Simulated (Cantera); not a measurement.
Feed: 1 mol SiH4, a varied amount of N2, at 1.00 Torr.

These are equilibrium values from Cantera (NASA tables, ideal gas, pure condensed phases), not measurements of a reactor. Candidate condensed phases: Si, Si3N4; 18 gas species. N2 is the only nitrogen source here; it is nearly inert below about 1500 K, so the nitride shown seldom forms there in practice. Mutual solubility and eutectic melting of coexisting phases are not modelled. The numbers say what is thermodynamically allowed, not how fast it happens.

What condenses at these points (T in °C, n(N2) in mol): (1502, 3.3); (1802, 41); (1702, 22); (1302, 0.94); (1102, 41); (1502, 12); (1402, 22)?


| T (°C) | n(N2) in mol | condensed phases | Si condensed (%) |
|---|---|---|---|
| 1502 | 3.3 | Si | 99.0 |
| 1802 | 41 | gas only | 0.0 |
| 1702 | 22 | Si | 35.9 |
| 1302 | 0.94 | Si + Si3N4 | 100.0 |
| 1102 | 41 | Si3N4 | 100.0 |
| 1502 | 12 | Si | 97.4 |
| 1402 | 22 | Si3N4 | 99.2 |
